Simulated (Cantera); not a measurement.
A closed system holds: 1 mol MgCl2, 0.018 mol HCl, 18 mol N2, equilibrated at 1652 °C and 0.0100 bar.

Equilibrium computed with Cantera from the NASA thermochemical tables; the gas is ideal and each condensed phase is pure. Candidate condensed phases: Mg, MgCl2, NH4Cl; 18 gas species. The numbers say what is thermodynamically allowed, not how fast it happens.

Base state: N2 0.943, MgCl2 0.0504, Cl 0.00362, Mg 0.00157, HCl 0.000919, MgCl 0.000467, H 1.74e-5 (mole fractions); condensed: gas only.

Question: What changes in the equilibrium state with this change: pressure from 0.0100 bar to 2.00e-6 bar?

Answer: 
```tsv
species	before	after
N2	0.943	0.856
Cl	0.00362	0.0956
Mg	0.00157	0.0474
MgCl2	0.0504	4.25e-5
H	1.74e-5	0.000668
MgCl	0.000467	7.47e-5
HCl	0.000919	0.000186
```
